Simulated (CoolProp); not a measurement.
Vapour pressure (MPa) of octamethyltrisiloxane (MDM): the reference equation beside estimates from Tc = 292.2 °C, pc = 1.438 MPa, ω = 0.528.

The numbers come from the reference Helmholtz-energy equation of state, Thol 2017 in CoolProp.

```
T (°C)  reference  van der Waals  Redlich-Kwong  Soave-Redlich-Kwong  Peng-Robinson
------  ---------  -------------  -------------  -------------------  -------------
143.15    0.07883         0.3712         0.1900              0.07819        0.07840
148.55    0.09131         0.3954         0.2101              0.09063        0.09069
154.05     0.1056         0.4210         0.2322               0.1049         0.1047
159.55     0.1215         0.4476         0.2558               0.1208         0.1204
164.95     0.1388         0.4748         0.2806               0.1382         0.1376
170.45     0.1584         0.5035         0.3075               0.1578         0.1569
175.95     0.1800         0.5333         0.3361               0.1796         0.1784
181.35     0.2034         0.5636         0.3660               0.2032         0.2016
```

Absolute difference from the reference over all 8 rows, mean and median: van der Waals 263.0 and 255.2 %, Redlich-Kwong 108.1 and 106.3 %, Soave-Redlich-Kwong 0.5 and 0.5 %, Peng-Robinson 0.8 and 0.9 %.
